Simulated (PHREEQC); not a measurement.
Make-up at 25 °C: 0.04 mol NH4HF2 and 9.6e-05 mol H2SiF6 per kg of water. Closed to the air; pH follows from the charge balance.

The numbers come from PHREEQC with the ion-association model, phreeqc.dat.

Q: The ionic strength comes out as 0.0410 mol/kgw. What activity coefficients do H+, F-, SiF6-2, HF2-, NH4+ get?

A: H+ 0.86, F- 0.82, SiF6-2 0.49, HF2- 0.83, NH4+ 0.81.

Precipitation was switched off in this run. SiF6-2 is the database's only silicon fluoride.
